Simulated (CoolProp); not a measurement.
Ethylene along the isobar 0.433 MPa: density (kg/m³) from the reference equation and from simpler models built on Tc = 9.2 °C, pc = 5.042 MPa, ω = 0.087; each cubic takes its own stable root.

The numbers come from the reference Helmholtz-energy equation of state, Smukala 2000 in CoolProp.

| T (°C) | phase | reference |
|---|---|---|
| -163.15 | liquid | 647.2 |
| -121.95 | liquid | 593.3 |
| -80.75 | liquid | 533.5 |
| -39.55 | gas | 6.610 |
| 1.65 | gas | 5.493 |
| 42.75 | gas | 4.722 |
| 83.95 | gas | 4.148 |
| 125.15 | gas | 3.703 |

**Question.** How far does each simpler model (van der Waals, Redlich-Kwong, Soave-Redlich-Kwong, Peng-Robinson) lie from the reference over these 8 states: mean and median of the absolute difference, and the worst?

**Answer.** 
- van der Waals: mean 21.3 %, median 0.9 %, worst -98.5 % at -80.75 °C and 0.433 MPa
- Redlich-Kwong: mean 1.5 %, median 0.1 %, worst -4.7 % at -80.75 °C and 0.433 MPa
- Soave-Redlich-Kwong: mean 1.5 %, median 0.1 %, worst -4.4 % at -163.15 °C and 0.433 MPa
- Peng-Robinson: mean 3.2 %, median 0.4 %, worst +8.8 % at -121.95 °C and 0.433 MPa

At some of these states van der Waals gives the other phase, because its saturation line lies elsewhere.
